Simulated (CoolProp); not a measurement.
Vapour-liquid equilibrium of ethane (1) + hydrogen chloride (2) at 150 kPa; x and y are mole fractions of (1).

Computed with CoolProp (multi-fluid Helmholtz-energy mixture model, Bücker 2006 and Thol 2018; pair parameters Bell 2016).

```tsv
x	bubble temperature (K)	y at the bubble point	dew temperature at overall composition x (K)	liquid density (mol/L)
0.05	191.4	0.220	194.5	31.03
0.125	188.4	0.374	193.2	29.51
0.2	[?]	[?]	[?]	28.04
0.275	186.4	0.479	190.4	[?]
0.35	186.1	0.500	188.9	25.38
0.425	186.0	0.515	187.4	24.22
0.5	185.9	0.529	186.1	23.15
0.575	185.9	0.546	186.1	22.18
0.65	186.0	0.569	186.9	21.29
0.725	186.3	0.602	187.9	20.46
0.8	186.9	0.652	189.1	19.69
0.875	188.0	0.730	190.3	18.96
0.95	190.0	0.861	191.4	18.24
```

Question: Some entries are withheld; supply them.

Answer: 
- 0.2, bubble temperature (K): 187.0
- 0.2, y at the bubble point: 0.443
- 0.2, dew temperature at overall composition x (K): 191.8
- 0.275, liquid density (mol/L): 26.66

y crosses x between x = 0.5 and 0.575: the model has an azeotrope there.

The pair parameters rest on a limited set of measurements; away from them the model extrapolates.
